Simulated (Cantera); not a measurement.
**Moist CO burnout**

A perfectly stirred reactor is fed with CO : O₂ : H₂O : N₂ = 0.025 : 0.025 : 0.0014 : 1 (molar parts), at 7500 Torr; it is held at 1100 K, and followed from long to short residence time.

Cantera simulation using GRI-Mech 3.0 (53 species, 325 reactions); the numbers are that mechanism's predictions, not measurements.

```json
[
 {"τ (s)": "5.5", "x CO": "0.00286", "x O₂": "0.0134", "x H₂O": "0.00134", "x H": "3.06e-9", "x H₂": "1.46e-6", "x CO₂": "0.0212"},
 {"τ (s)": "1.3", "x CO": "0.00754", "x O₂": "0.0158", "x H₂O": "0.00134", "x H": "7.63e-9", "x H₂": "3.42e-6", "x CO₂": "0.0164"},
 {"τ (s)": "0.32", "x CO": "0.0150", "x O₂": "0.0194", "x H₂O": "0.00133", "x H": "1.27e-8", "x H₂": "4.87e-6", "x CO₂": "0.00888"},
 {"τ (s)": "0.078", "x CO": "0.0209", "x O₂": "0.0224", "x H₂O": "0.00133", "x H": "1.42e-8", "x H₂": "3.57e-6", "x CO₂": "0.00289"},
 {"τ (s)": "0.019", "x CO": "0.0232", "x O₂": "0.0235", "x H₂O": "0.00133", "x H": "1.16e-8", "x H₂": "1.07e-6", "x CO₂": "0.000617"},
 {"τ (s)": "0.0046", "x CO": "0.0237", "x O₂": "0.0238", "x H₂O": "0.00133", "x H": "3.24e-9", "x H₂": "3.79e-8", "x CO₂": "4.41e-5"},
 {"τ (s)": "0.0011", "x CO": "0.0238", "x O₂": "0.0238", "x H₂O": "0.00133", "x H": "8.41e-11", "x H₂": "1.09e-10", "x CO₂": "3.68e-7"}
]
```
x: mole fraction; the columns are a selection and need not sum to one.
